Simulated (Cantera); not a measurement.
An adiabatic, constant-pressure homogeneous reactor starts with 9.51 % CH4, 19.0 % O2, 71.5 % N2, equivalence ratio 1.0, at 1750 K and 140000 Pa.

Model: GRI-Mech 3.0 (53 species, 325 reactions), integrated in Cantera.

**Question.** Predict: time of steepest temperature rise; temperature at 0.300 s; equilibrium temperature; x(O2) at 0.300 s; x(CO) at 0.300 s; x(N2O) at 0.300 s.

**Answer.** 
- time of steepest temperature rise = 0.116 ms
- temperature at 0.300 s = 2846 K
- equilibrium temperature = 2846 K
- x(O2) at 0.300 s = 0.0213 (gas-phase equilibrium 0.0213)
- x(CO) at 0.300 s = 0.0465 (gas-phase equilibrium 0.0465)
- x(N2O) at 0.300 s = 7.10e-7 (gas-phase equilibrium 7.10e-7)
